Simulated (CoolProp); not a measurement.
Vapour-liquid equilibrium of cis-2-butene (1) + methanol (2) at 1090 kPa; x and y are mole fractions of (1).

The numbers come from the multi-fluid Helmholtz-energy mixture model, Lemmon 2005 and de Reuck 1993; pair parameters Bell 2016 in CoolProp.

| x | bubble temperature (K) | y at the bubble point | dew temperature at overall composition x (K) | liquid density (mol/L) |
|---|---|---|---|---|
| 0.05 | 398.0 | 0.323 | 411.0 | 20.05 |
| 0.125 | 379.3 | 0.611 | 407.7 | 19.11 |
| 0.2 | 368.0 | 0.730 | 404.2 | 18.02 |
| 0.275 | 362.6 | 0.776 | 400.5 | 16.86 |
| 0.35 | 360.5 | 0.793 | 396.5 | 15.72 |
| 0.425 | 360.0 | 0.797 | 392.2 | 14.64 |
| 0.5 | 359.9 | 0.798 | 387.4 | 13.65 |
| 0.575 | 359.9 | 0.798 | 382.1 | 12.77 |
| 0.65 | 359.6 | 0.803 | 375.9 | 11.99 |
| 0.725 | 359.2 | 0.813 | 368.6 | 11.32 |
| 0.8 | 358.7 | 0.835 | 359.8 | 10.73 |
| 0.875 | 358.5 | 0.872 | 358.5 | 10.22 |
| 0.95 | 359.1 | 0.934 | 359.4 | 9.761 |

y crosses x between x = 0.8 and 0.875: the model has an azeotrope there.

The pair parameters rest on a limited set of measurements; away from them the model extrapolates. With so large a gap from Raoult's law the liquid may split in two, which this calculation doesn't test in full.
